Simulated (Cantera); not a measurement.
An isothermal, constant-pressure homogeneous reactor starts with CO : O2 : H2O : N2 = 0.0015 : 0.0087 : 0.0095 : 1 (molar parts), equivalence ratio 0.086, at 1475 K and 9.40 bar.

Cantera simulation using GRI-Mech 3.0 (53 species, 325 reactions); the numbers are that mechanism's predictions, not measurements.

x: mole fraction; the columns are a selection and need not sum to one.

```json
[
 {"t (s)": "3.00e-5", "x CO": "0.00147", "x O2": "0.00853", "x H2O": "0.00932", "x N2O": "6.16e-12", "x CO2": "1.13e-8", "x H2": "6.20e-10"},
 {"t (s)": "7.98e-5", "x CO": "0.00147", "x O2": "0.00853", "x H2O": "0.00932", "x N2O": "5.68e-11", "x CO2": "9.83e-8", "x H2": "1.00e-8"},
 {"t (s)": "0.000212", "x CO": "0.00147", "x O2": "0.00853", "x H2O": "0.00931", "x N2O": "3.07e-9", "x CO2": "5.42e-6", "x H2": "6.57e-7"},
 {"t (s)": "0.000564", "x CO": "(withheld)", "x O2": "0.00825", "x H2O": "0.00926", "x N2O": "(withheld)", "x CO2": "(withheld)", "x H2": "(withheld)"},
 {"t (s)": "0.00150", "x CO": "0.000250", "x O2": "0.00791", "x H2O": "0.00929", "x N2O": "1.26e-6", "x CO2": "0.00122", "x H2": "7.09e-6"},
 {"t (s)": "0.00399", "x CO": "3.73e-5", "x O2": "0.00781", "x H2O": "0.00931", "x N2O": "1.38e-6", "x CO2": "0.00143", "x H2": "1.33e-6"},
 {"t (s)": "0.0106", "x CO": "3.34e-6", "x O2": "0.00780", "x H2O": "0.00932", "x N2O": "7.60e-7", "x CO2": "0.00147", "x H2": "2.19e-7"},
 {"t (s)": "0.0282", "x CO": "1.48e-7", "x O2": "0.00780", "x H2O": "0.00932", "x N2O": "1.43e-7", "x CO2": "0.00147", "x H2": "6.02e-8"},
 {"t (s)": "0.0751", "x CO": "1.86e-8", "x O2": "0.00780", "x H2O": "0.00932", "x N2O": "4.98e-8", "x CO2": "0.00147", "x H2": "4.67e-8"},
 {"t (s)": "0.200", "x CO": "1.83e-8", "x O2": "0.00780", "x H2O": "0.00932", "x N2O": "4.94e-8", "x CO2": "0.00147", "x H2": "4.67e-8"},
 {"t (s)": "0.531", "x CO": "1.83e-8", "x O2": "0.00780", "x H2O": "0.00932", "x N2O": "4.94e-8", "x CO2": "0.00147", "x H2": "4.67e-8"},
 {"t (s)": "1.41", "x CO": "1.83e-8", "x O2": "0.00780", "x H2O": "0.00932", "x N2O": "4.94e-8", "x CO2": "0.00147", "x H2": "4.67e-8"},
 {"t (s)": "3.76", "x CO": "1.83e-8", "x O2": "0.00780", "x H2O": "0.00932", "x N2O": "4.94e-8", "x CO2": "0.00147", "x H2": "4.67e-8"},
 {"t (s)": "10.0", "x CO": "1.83e-8", "x O2": "0.00780", "x H2O": "0.00932", "x N2O": "4.94e-8", "x CO2": "0.00147", "x H2": "4.67e-8"}
]
```

### Question
Complete the blanks.

### Answer

- 0.000564, x CO: 0.000947
- 0.000564, x N2O: 4.59e-7
- 0.000564, x CO2: 0.000524
- 0.000564, x H2: 2.23e-5
